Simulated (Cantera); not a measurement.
## Aluminium nitride and oxide growth: AlBr3 + N2O + H2

Feed: 1 mol AlBr3, 0.57 mol N2O, a varied amount of H2, at 900 °C and 15.0 Pa.

Cantera equilibrium calculation (NASA polynomials, part measured and part estimated; ideal gas, pure solids and liquids). Candidate condensed phases: Al, AlBr3, AlN, Al2O3, Br2, H2O; 41 gas species. Mutual solubility and eutectic melting of coexisting phases are not modelled. Equilibrium is a limit: real reactors are often held back by kinetics, nucleation or transport.

```json
[
 {"n(H2) (mol)": "2.4", "x H2": "0.440", "x HBr": "0.272", "x AlBr3": "0.149", "x N2": "0.137", "x Br": "0.00192", "x AlBr": "6.66e-5", "n Al2O3(s)": "0.190", "n AlN(s)": "0"},
 {"n(H2) (mol)": "3.3", "x H2": "0.540", "x HBr": "0.224", "x AlBr3": "0.122", "x N2": "0.113", "x Br": "0.00143", "x AlBr": "9.90e-5", "n Al2O3(s)": "0.190", "n AlN(s)": "0"},
 {"n(H2) (mol)": "4.7", "x H2": "0.639", "x HBr": "0.176", "x AlBr3": "0.0958", "x N2": "0.0882", "x Br": "0.00103", "x AlBr": "0.000149", "n Al2O3(s)": "0.190", "n AlN(s)": "0"},
 {"n(H2) (mol)": "6.5", "x H2": "0.718", "x HBr": "0.138", "x AlBr3": "0.0748", "x N2": "0.0690", "x Br": "0.000762", "x AlBr": "0.000213", "n Al2O3(s)": "0.190", "n AlN(s)": "0"},
 {"n(H2) (mol)": "9.1", "x H2": "0.784", "x HBr": "0.107", "x AlBr3": "0.0560", "x N2": "0.0521", "x Br": "0.000567", "x AlBr": "0.000288", "n Al2O3(s)": "0.190", "n AlN(s)": "0.00782"},
 {"n(H2) (mol)": "13", "x H2": "0.835", "x HBr": "0.0908", "x AlBr3": "0.0372", "x N2": "0.0363", "x Br": "0.000466", "x AlBr": "0.000283", "n Al2O3(s)": "0.190", "n AlN(s)": "0.0664"},
 {"n(H2) (mol)": "18", "x H2": "0.872", "x HBr": "0.0766", "x AlBr3": "0.0248", "x N2": "0.0257", "x Br": "0.000384", "x AlBr": "0.000278", "n Al2O3(s)": "0.190", "n AlN(s)": "0.123"},
 {"n(H2) (mol)": "25", "x H2": "0.902", "x HBr": "0.0633", "x AlBr3": "0.0160", "x N2": "0.0179", "x Br": "0.000313", "x AlBr": "0.000271", "n Al2O3(s)": "0.190", "n AlN(s)": "0.183"},
 {"n(H2) (mol)": "35", "x H2": "0.926", "x HBr": "0.0513", "x AlBr3": "0.00993", "x N2": "0.0122", "x Br": "0.000250", "x AlBr": "0.000263", "n Al2O3(s)": "0.190", "n AlN(s)": "0.245"},
 {"n(H2) (mol)": "49", "x H2": "0.945", "x HBr": "0.0409", "x AlBr3": "0.00593", "x N2": "0.00821", "x Br": "0.000197", "x AlBr": "0.000252", "n Al2O3(s)": "0.190", "n AlN(s)": "0.306"},
 {"n(H2) (mol)": "68", "x H2": "0.958", "x HBr": "0.0322", "x AlBr3": "0.00346", "x N2": "0.00557", "x Br": "0.000154", "x AlBr": "0.000240", "n Al2O3(s)": "0.190", "n AlN(s)": "0.362"}
]
```
x: gas mole fraction; n: condensed amount in mol.

From 2.4 mol H2 to 6.5 mol H2 the condensed part is Al2O3(s). From 9.1 mol H2 to 68 mol H2 the condensed part is AlN(s) + Al2O3(s). The main Al-bearing gas is AlBr3 throughout.
